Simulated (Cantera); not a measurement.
An isothermal, constant-pressure homogeneous reactor starts with C2H6 : N2 = 1 : 2.7 (molar parts), at 1625 K and 1330 Pa. Integrator tolerance rtol = 1e-08.

Computed with Cantera and GRI-Mech 3.0 (53 species, 325 reactions). GRI-Mech 3.0 stops at C3 and has no aromatics, soot or wall deposition, so with more carbon than oxygen in the feed, carbon stays in small species such as C2H2 where larger ones or solid carbon would form. Radical loss at walls, strong at low pressure, is not modelled.

Q: What does this change do: pressure from 1330 Pa to 6600 Pa?

A: 
```csv
quantity,before,after
x(C2H6) at 5.00 s,3.84e-7 (gas-phase equilibrium 8.04e-10),1.66e-7 (gas-phase equilibrium 1.95e-8)
x(CH3) at 5.00 s,0.000135 (gas-phase equilibrium 4.85e-6),4.00e-5 (gas-phase equilibrium 1.07e-5)
x(H2) at 5.00 s,0.342 (gas-phase equilibrium 0.350),0.346 (gas-phase equilibrium 0.349)
x(C2H) at 5.00 s,6.14e-7 (gas-phase equilibrium 4.60e-7),3.07e-7 (gas-phase equilibrium 2.07e-7)
x(CH2) at 5.00 s,1.15e-7 (gas-phase equilibrium 4.83e-9),1.75e-8 (gas-phase equilibrium 4.81e-9)
x(C2H2) at 5.00 s,0.173 (gas-phase equilibrium 0.115),0.174 (gas-phase equilibrium 0.115)
x(HCN) at 5.00 s,1.79e-6 (gas-phase equilibrium 0.120),9.02e-7 (gas-phase equilibrium 0.120)
```

Q: What does this change do: pressure from 1330 Pa to 2670 Pa?

A: 
```
quantity                                             before                                    after
-----------------  ----------------------------------------  ---------------------------------------
x(C2H6) at 5.00 s  3.84e-7 (gas-phase equilibrium 8.04e-10)  2.40e-7 (gas-phase equilibrium 3.21e-9)
x(CH3) at 5.00 s   0.000135 (gas-phase equilibrium 4.85e-6)  7.74e-5 (gas-phase equilibrium 6.85e-6)
x(H2) at 5.00 s         0.342 (gas-phase equilibrium 0.350)      0.344 (gas-phase equilibrium 0.350)
x(C2H) at 5.00 s    6.14e-7 (gas-phase equilibrium 4.60e-7)  4.68e-7 (gas-phase equilibrium 3.25e-7)
x(CH2) at 5.00 s    1.15e-7 (gas-phase equilibrium 4.83e-9)  5.11e-8 (gas-phase equilibrium 4.82e-9)
x(C2H2) at 5.00 s       0.173 (gas-phase equilibrium 0.115)      0.173 (gas-phase equilibrium 0.115)
x(HCN) at 5.00 s      1.79e-6 (gas-phase equilibrium 0.120)    1.39e-6 (gas-phase equilibrium 0.120)
```

Q: What does this change do: pressure from 1330 Pa to 101000 Pa?

A: 
```json
[
 {"quantity": "x(C2H6) at 5.00 s", "before": "3.84e-7 (gas-phase equilibrium 8.04e-10)", "after": "5.76e-6 (gas-phase equilibrium 3.91e-6)"},
 {"quantity": "x(CH3) at 5.00 s", "before": "0.000135 (gas-phase equilibrium 4.85e-6)", "after": "4.71e-5 (gas-phase equilibrium 3.87e-5)"},
 {"quantity": "x(H2) at 5.00 s", "before": "0.342 (gas-phase equilibrium 0.350)", "after": "0.326 (gas-phase equilibrium 0.331)"},
 {"quantity": "x(C2H) at 5.00 s", "before": "6.14e-7 (gas-phase equilibrium 4.60e-7)", "after": "7.84e-8 (gas-phase equilibrium 5.13e-8)"},
 {"quantity": "x(CH2) at 5.00 s", "before": "1.15e-7 (gas-phase equilibrium 4.83e-9)", "after": "5.57e-9 (gas-phase equilibrium 4.55e-9)"},
 {"quantity": "x(C2H2) at 5.00 s", "before": "0.173 (gas-phase equilibrium 0.115)", "after": "0.165 (gas-phase equilibrium 0.109)"},
 {"quantity": "x(HCN) at 5.00 s", "before": "1.79e-6 (gas-phase equilibrium 0.120)", "after": "3.66e-7 (gas-phase equilibrium 0.118)"}
]
```
